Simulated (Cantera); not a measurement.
Charge: 1 mol Cr, 0.49 mol N2O, equilibrated at 2423 K and 263 Torr.

Method: chemical equilibrium by Gibbs-energy minimisation in Cantera with the NASA 1993 tables (ideal gas, pure condensed phases). Mutual solubility and eutectic melting of coexisting phases are not modelled. Kinetics and transport are ignored.

```tsv
species	before	after
Cr	0.137	0.494
N2	0.855	0.384
CrO	0.00827	0.112
O2	1.74e-7	6.42e-5
O	6.90e-6	0.000680
CrO2	0.000162	0.00825
NO	1.90e-5	0.000244
Cr(l), mol	0.593	0
Cr2O3(s), mol	0.162	0.108
```
Gas species are given as mole fractions.

### Question
Name the change that produced these shifts.
A. temperature from 2423 K to 1850 K
B. pressure from 263 Torr to 1 atm
C. pressure from 263 Torr to 10.0 Torr
D. N2O from 0.49 to 19 mol

### Answer
C, pressure from 263 Torr to 10.0 Torr
